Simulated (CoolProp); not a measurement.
Properties of R152A at several states.

Computed with CoolProp (reference Helmholtz-energy equation of state, Outcalt 1996). It is a modified Benedict-Webb-Rubin equation, recast in Helmholtz form.

```csv
T (K),p (MPa),phase,cp (kJ/(kg K)),expansivity (1/kK),Prandtl number
179.6,0.0361,liquid,?,1.623,8.98
342.9,5.26,liquid,2.008,?,?
247.9,3.36,liquid,1.611,?,?
376.9,0.0245,gas,1.205,2.674,?
309.8,14.8,liquid,1.727,2.272,2.88
```

Some entries are withheld; supply them.


- 179.6, cp (kJ/(kg K)): 1.522
- 342.9, expansivity (1/kK): 4.073
- 342.9, Prandtl number: 2.46
- 247.9, expansivity (1/kK): 1.983
- 247.9, Prandtl number: 3.94
- 376.9, Prandtl number: 0.779

Viscosity comes from a separate model (Bell 2016), an estimate that may be off by 10 % or more. Thermal conductivity comes from a separate model (Krauss 1996).
